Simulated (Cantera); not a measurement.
Charge: 1 mol SiH2Cl2, 27 mol NH3, held at 1700 °C and 0.100 bar.

Cantera equilibrium calculation (NASA polynomials, part measured and part estimated; ideal gas, pure solids and liquids). The tables' values for SiCl, SiN are old estimates; treat these amounts as uncertain. Gases not in the tables: Si2H6 and higher silanes. The numbers say what is thermodynamically allowed, not how fast it happens.

```json
[
 {"species": "H2", "before": "0.723", "after": "0.732"},
 {"species": "N2", "before": "0.241", "after": "0.232"},
 {"species": "HCl", "before": "0.0294", "after": "0.0361"},
 {"species": "SiCl2", "before": "0.00297", "after": "1.33e-6"},
 {"species": "Si", "before": "0.000316", "after": "<1e-9"},
 {"species": "SiCl", "before": "0.000117", "after": "<1e-9"},
 {"species": "SiH2", "before": "6.57e-5", "after": "<1e-9"},
 {"species": "SiH", "before": "6.14e-5", "after": "<1e-9"},
 {"species": "Si2N", "before": "1.83e-5", "after": "<1e-9"},
 {"species": "SiN", "before": "1.36e-5", "after": "<1e-9"},
 {"species": "Si(l), mol", "before": "0.798", "after": "0"},
 {"species": "Si3N4(s), mol", "before": "0", "after": "0.333"}
]
```
Gas species are given as mole fractions.

Task: What was changed between the two runs?
A. temperature from 1700 °C to 1775 °C
B. NH3 from 27 to 48 mol
C. temperature from 1700 °C to 975 °C
D. NH3 from 27 to 14 mol

Result: C, temperature from 1700 °C to 975 °C
